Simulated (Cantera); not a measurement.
An adiabatic, constant-pressure homogeneous reactor starts with CH4 : O2 : N2 : H2O = 1 : 3.39 : 12.7 : 2.5 (molar parts), equivalence ratio 0.59, at 1748 K and 101000 Pa. Integrator tolerance rtol = 1e-08.

Model: GRI-Mech 3.0 (53 species, 325 reactions), integrated in Cantera.

```
quantity                                                            before                                    after
---------------------------------  ---------------------------------------  ---------------------------------------
time of steepest temperature rise                                 0.148 ms                                 0.174 ms
temperature at 1.00 s                                               2525 K                                   2513 K
equilibrium temperature                                             2525 K                                   2513 K
x(CH4) at 1.00 s                     <1e-12 (gas-phase equilibrium <1e-12)    <1e-12 (gas-phase equilibrium <1e-12)
x(O2) at 1.00 s                      0.0645 (gas-phase equilibrium 0.0645)    0.0646 (gas-phase equilibrium 0.0646)
x(H2O) at 1.00 s                       0.211 (gas-phase equilibrium 0.211)      0.212 (gas-phase equilibrium 0.212)
x(H2O2) at 1.00 s                  4.02e-7 (gas-phase equilibrium 4.02e-7)  3.93e-7 (gas-phase equilibrium 3.93e-7)
x(C2H4) at 1.00 s                    <1e-12 (gas-phase equilibrium <1e-12)    <1e-12 (gas-phase equilibrium <1e-12)
```

**Question.** Which change was made?
(A) initial temperature 1748 to 1725 K
(B) pressure from 101000 Pa to 520000 Pa
(C) N2 12.7 to 10 parts
(D) constant volume in place of constant pressure

**Answer.** A, initial temperature 1748 to 1725 K
